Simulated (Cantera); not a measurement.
SiO2 + CH4 + H2 + C (carbothermic reduction)

Input: 1 mol SiO2, 4.8 mol CH4, 0.91 mol H2, 0.92 mol C, held at 1.70 mbar.

Equilibrium computed with Cantera from the NASA thermochemical tables; the gas is ideal and each condensed phase is pure. Candidate condensed phases: C, C6H6, C7H8, C8H18, H2O, Si, SiC, SiO2; 123 gas species. Gases not in the tables: Si2H6 and higher silanes. Rates play no part.

From 1798 K to 2248 K the condensed part is C(graphite) + SiC(s). From 2323 K to 2548 K the condensed part is C(graphite). The main Si-bearing gas is SiO at 1798 K and Si at 2548 K.

```json
[
 {"T (K)": "1798", "x H2": "0.833", "x H": "0.00779", "x CO": "0.158", "x Si": "4.33e-5", "x SiC2": "6.24e-7", "x C2H2 (acetylene)": "0.000144", "n C(graphite)": "2.74", "n SiC(s)": "0.988"},
 {"T (K)": "1873", "x H2": "0.827", "x H": "0.0142", "x CO": "0.158", "x Si": "0.000172", "x SiC2": "3.78e-6", "x C2H2 (acetylene)": "0.000258", "n C(graphite)": "2.74", "n SiC(s)": "0.984"},
 {"T (K)": "1948", "x H2": "0.816", "x H": "0.0248", "x CO": "0.157", "x Si": "0.000615", "x SiC2": "1.98e-5", "x C2H2 (acetylene)": "0.000440", "n C(graphite)": "2.75", "n SiC(s)": "0.975"},
 {"T (K)": "2023", "x H2": "0.800", "x H": "0.0412", "x CO": "0.155", "x Si": "0.00200", "x SiC2": "9.19e-5", "x C2H2 (acetylene)": "0.000714", "n C(graphite)": "2.77", "n SiC(s)": "0.952"},
 {"T (K)": "2098", "x H2": "0.773", "x H": "0.0656", "x CO": "0.152", "x Si": "0.00595", "x SiC2": "0.000380", "x C2H2 (acetylene)": "0.00110", "n C(graphite)": "2.81", "n SiC(s)": "0.887"},
 {"T (K)": "2173", "x H2": "0.730", "x H": "0.100", "x CO": "0.147", "x Si": "0.0164", "x SiC2": "0.00142", "x C2H2 (acetylene)": "0.00161", "n C(graphite)": "2.95", "n SiC(s)": "0.705"},
 {"T (K)": "2248", "x H2": "0.662", "x H": "0.145", "x CO": "0.138", "x Si": "0.0423", "x SiC2": "0.00486", "x C2H2 (acetylene)": "0.00219", "n C(graphite)": "3.31", "n SiC(s)": "0.201"},
 {"T (K)": "2323", "x H2": "0.596", "x H": "0.204", "x CO": "0.132", "x Si": "0.0523", "x SiC2": "0.00781", "x C2H2 (acetylene)": "0.00289", "n C(graphite)": "3.38", "n SiC(s)": "0"},
 {"T (K)": "2398", "x H2": "0.528", "x H": "0.278", "x CO": "0.127", "x Si": "0.0507", "x SiC2": "0.00967", "x C2H2 (acetylene)": "0.00365", "n C(graphite)": "3.29", "n SiC(s)": "0"},
 {"T (K)": "2473", "x H2": "0.451", "x H": "0.363", "x CO": "0.121", "x Si": "0.0474", "x SiC2": "0.0114", "x C2H2 (acetylene)": "0.00435", "n C(graphite)": "3.18", "n SiC(s)": "0"},
 {"T (K)": "2548", "x H2": "0.368", "x H": "0.455", "x CO": "0.114", "x Si": "0.0433", "x SiC2": "0.0129", "x C2H2 (acetylene)": "0.00485", "n C(graphite)": "3.04", "n SiC(s)": "0"}
]
```
x: gas mole fraction; n: condensed amount in mol.
